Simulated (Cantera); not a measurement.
A Cantera script and its output.

```python
import numpy as np
import cantera as ct

surf = ct.Interface("diamond.yaml", "diamond_100")
gas, bulk = surf.adjacent["gas"], surf.adjacent["diamond"]
k = surf.kinetics_species_index(bulk.species_names[0])
cover = ["c6HH", "c6H*", "c6*H", "c6**", "c6HM", "c6B"]

rows, drift = [], 0.0
print(f"{'T':>10s}{'um/h':>11s}" + "".join(f"{s:>11s}" for s in cover))
for v in [925, 1000, 1075, 1150, 1225, 1300, 1375]:
    T, P, xH, xCH3 = v, 3600, 0.0052, 0.00032
    gas.TPX = T, P, {"H": xH, "CH3": xCH3, "CH4": 0.0052, "H2": 1 - xH - xCH3 - 0.0052}
    surf.TP = bulk.TP = T, P
    surf.coverages = "c6H*:0.1, c6HH:0.9"
    surf.advance_coverages(100.0)
    before = surf.coverages
    surf.advance_coverages(100.0)
    drift = max(drift, np.max(np.abs(surf.coverages - before) / (surf.coverages + 1e-9)))
    rate = surf.net_production_rates[k] * bulk.mean_molecular_weight / bulk.density * 3.6e9
    rows.append([rate, *surf[cover].coverages])
    print(f"{v:10.4g}{rate:11.4e}" + "".join(f"{x:11.3e}" for x in rows[-1][1:]))
```

It prints:

```
         T       um/h       c6HH       c6H*       c6*H       c6**       c6HM        c6B
       925 3.9046e+00  6.312e-01  1.158e-02  2.970e-01  5.068e-03  4.335e-02  1.060e-08
      1000 5.5358e+00  5.728e-01  1.756e-02  3.588e-01  9.141e-03  3.040e-02  1.502e-08
      1075 6.2730e+00  5.187e-01  2.466e-02  4.141e-01  1.499e-02  1.856e-02  1.702e-08
      1150 4.7394e+00  4.703e-01  3.260e-02  4.617e-01  2.271e-02  7.740e-03  1.286e-08
      1225 2.8126e+00  4.253e-01  4.081e-02  4.975e-01  3.196e-02  2.173e-03  7.632e-09
      1300 2.1636e+00  3.852e-01  4.887e-02  5.218e-01  4.224e-02  5.307e-04  5.871e-09
      1375 2.0943e+00  3.514e-01  5.666e-02  5.376e-01  5.313e-02  1.283e-04  5.683e-09
```

Model: the Harris–Goodwin 1993 mechanism for the reconstructed diamond (100) surface, integrated in Cantera.
